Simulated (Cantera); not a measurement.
Mixture: CH₄ : O₂ : N₂ = 1 : 1.18 : 9.2 (molar parts), equivalence ratio 1.7, at 9.87 atm, adiabatic and at constant pressure. Ignition delay is the time to a rise of 400 K.

Computed with Cantera and GRI-Mech 3.0 (53 species, 325 reactions).

Q: Predict: delay at 1150 K; delay at 1225 K; delay at 1300 K; delay at 1375 K; delay at 1450 K; delay at 1525 K; delay at 1600 K; apparent activation energy between 1450 and 1600 K.

A: 
* **delay at 1150 K**: 23.1 ms
* **delay at 1225 K**: 9.39 ms
* **delay at 1300 K**: 4.04 ms
* **delay at 1375 K**: 1.81 ms
* **delay at 1450 K**: 0.831 ms
* **delay at 1525 K**: 0.391 ms
* **delay at 1600 K**: 0.189 ms
* **apparent activation energy between 1450 and 1600 K**: 190 kJ/mol
